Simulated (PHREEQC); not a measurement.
Solution (81 °C): 3.7 mmol/kgw TMAH. Closed to the air; pH follows from the charge balance.

All values are PHREEQC results (ion-association model, phreeqc.dat), not measurements.

pH: 10.11
ionic strength: 0.00370 mol/kgw
total alkalinity: 3.70 meq/kg

```tsv
species	molality	activity	log γ
OH-	0.00370	0.00343	-0.032
(CH3)4N+	0.00370	0.00344	-0.032
```

No solid was allowed to form. (CH3)4N+ isn't in the database: it is added as a free cation with an ion size of 4 Å. Constants without temperature data keep their 25 °C values here.
